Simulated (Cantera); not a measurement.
Charge: 1 mol MgO, 13 mol HF, 97 mol N2, equilibrated at 1.00 Torr.

Cantera equilibrium calculation (NASA polynomials, part measured and part estimated; ideal gas, pure solids and liquids). Candidate condensed phases: H2O, Mg, MgF2, MgO, Mg(OH)2; 50 gas species. Mutual solubility and eutectic melting of coexisting phases are not modelled. Kinetics and transport are ignored.

x: gas mole fraction; n: condensed amount in mol.

| T (°C) | x N2 | x HF | x H2O | x MgF2 | n MgF2(s) | n MgO(s) |
|---|---|---|---|---|---|---|
| 900 | 0.890 | 0.101 | 0.00917 | 9.45e-6 | 0.999 | 0 |
| 975 | 0.887 | 0.106 | ? | ? | ? | ? |
| 1050 | 0.883 | 0.114 | 0.00233 | 0.000758 | 0.173 | 0.744 |
| 1125 | 0.882 | 0.114 | 0.00198 | 0.00199 | 0 | 0.781 |
| 1200 | 0.882 | 0.113 | 0.00277 | 0.00280 | 0 | 0.692 |
| 1275 | 0.882 | 0.111 | ? | ? | 0 | ? |
| 1350 | 0.882 | 0.108 | 0.00481 | 0.00499 | 0 | 0.450 |
| 1425 | 0.882 | 0.105 | 0.00601 | 0.00637 | 0 | 0.296 |
| 1500 | 0.881 | 0.102 | 0.00727 | 0.00794 | 0 | 0.114 |
| 1575 | 0.881 | 0.100 | 0.00766 | 0.00876 | 0 | 0 |
| 1650 | 0.880 | 0.101 | 0.00677 | 0.00838 | 0 | 0 |

Fill in the missing entries.


- 1275, x H2O: 0.00372
- 1275, x MgF2: 0.00380
- 1275, n MgO(s): 0.582
- 975, x H2O: 0.00645
- 975, x MgF2: 9.70e-5
- 975, n MgF2(s): 0.695
- 975, n MgO(s): 0.294
